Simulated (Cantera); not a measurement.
Input (Python, Cantera):

```python
import numpy as np
import cantera as ct

gas = ct.Solution("h2o2.yaml")
gas.TPX = 975, 30000, {'H2': 1, 'O2': 0.455, 'N2': 3.41, 'H2O': 0.6}
reactor = ct.IdealGasConstPressureReactor(gas, energy="on", clone=False)
net = ct.ReactorNet([reactor])
net.rtol, net.atol = 1e-08, 1e-16
show = ['H2', 'O2', 'H2O', 'HO2', 'O', 'OH']
times = np.geomspace(3e-06, 10, 12)

steps = ct.SolutionArray(gas, extra=["t"])
rows = []
print(f"{'t/s':>10s}{'T/K':>9s}{'P/Pa':>11s}" + "".join(f"{s:>11s}" for s in show))
for t in times:
    while net.time < t:
        t_next = net.step()
        steps.append(gas.state, t=t_next)
    rows.append([np.interp(t, steps.t, y) for y in (steps.T, steps.P, *steps(*show).X.T)])
    print(f"{t:10.3e}{rows[-1][0]:9.1f}{rows[-1][1]:11.4g}" + "".join(f"{x:11.3e}" for x in rows[-1][2:]))
rate = np.gradient(steps.T, steps.t)
print("integrator steps:", len(steps.t))
if steps.T.max() > steps.T[0] + 200:
    print(f"time of steepest temperature rise: {steps.t[rate.argmax()]:.4e} s")
gas.TPX = 975, 30000, {'H2': 1, 'O2': 0.455, 'N2': 3.41, 'H2O': 0.6}
gas.equilibrate("HP")
print(f"equilibrium (HP): T = {gas.T:.1f} K  " + "  ".join(f"{s} {gas[s].X[0]:.3e}" for s in show))
```

It prints:

```
       t/s      T/K       P/Pa         H2         O2        H2O        HO2          O         OH
 3.000e-06    975.0      3e+04  1.830e-01  8.326e-02  1.098e-01  5.047e-12  7.916e-14  5.635e-14
 1.175e-05    975.0      3e+04  1.830e-01  8.326e-02  1.098e-01  2.084e-11  8.732e-13  3.812e-13
 4.604e-05    975.0      3e+04  1.830e-01  8.326e-02  1.098e-01  9.909e-11  6.467e-12  2.214e-12
 1.803e-04    975.0      3e+04  1.830e-01  8.326e-02  1.098e-01  8.609e-10  5.910e-11  1.921e-11
 7.064e-04    975.0      3e+04  1.830e-01  8.326e-02  1.098e-01  1.522e-07  1.011e-08  3.275e-09
 2.767e-03   1873.6      3e+04  3.395e-02  8.267e-03  2.680e-01  1.574e-06  2.367e-03  8.060e-03
 1.084e-02   2079.6      3e+04  2.194e-02  1.583e-03  2.929e-01  2.439e-07  2.736e-04  3.584e-03
 4.247e-02   2115.9      3e+04  1.933e-02  4.461e-04  2.980e-01  6.038e-08  6.770e-05  1.862e-03
 1.664e-01   2118.7      3e+04  1.914e-02  3.718e-04  2.984e-01  4.915e-08  5.601e-05  1.700e-03
 6.517e-01   2118.7      3e+04  1.914e-02  3.718e-04  2.984e-01  4.914e-08  5.601e-05  1.700e-03
 2.553e+00   2118.7      3e+04  1.914e-02  3.718e-04  2.984e-01  4.914e-08  5.601e-05  1.700e-03
 1.000e+01   2118.7      3e+04  1.914e-02  3.718e-04  2.984e-01  4.914e-08  5.601e-05  1.700e-03
integrator steps: 1554
time of steepest temperature rise: 1.7313e-03 s
equilibrium (HP): T = 2118.7 K  H2 1.914e-02  O2 3.718e-04  H2O 2.984e-01  HO2 4.914e-08  O 5.601e-05  OH 1.700e-03
```

Cantera simulation using the H2/O2 subset of GRI-Mech 3.0, which has no nitrogen chemistry; the numbers are that mechanism's predictions, not measurements.
